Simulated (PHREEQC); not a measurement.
**Copper plating or etch bath**

Solution (32 °C): 0.0017 mol Cu(BF4)2 and 9.6e-05 mol HCl per kg of water. Closed to the air; pH follows from the charge balance.

All values are PHREEQC results (ion-association model, phreeqc.dat), not measurements.

Each row changes one thing in this solution. No solid was allowed to form.

```csv
case,pH,ionic strength (mol/kgw)
as made,3.02,0.00604
Cu(BF4)2 from 0.0017 to 0.00085 mol/kgw,3.08,…
HCl replaced by FeCl2 at the same molality,3.04,…
temperature from 32 to 40 °C,3.04,…
Cu(BF4)2 left out,…,9.60e-5
diluted 5-fold with water,3.21,0.00165
```

### Question
Complete the blanks.

### Answer

- Cu(BF4)2 from 0.0017 to 0.00085 mol/kgw, ionic strength (mol/kgw): 0.00339
- HCl replaced by FeCl2 at the same molality, ionic strength (mol/kgw): 0.00628
- temperature from 32 to 40 °C, ionic strength (mol/kgw): 0.00598
- Cu(BF4)2 left out, pH: 4.02

Constants without temperature data keep their 25 °C values here. Real BF4- forms and hydrolyses slowly; the run takes it at equilibrium. Fluoro complexes past AlF4- and FeF3 are missing from the database.
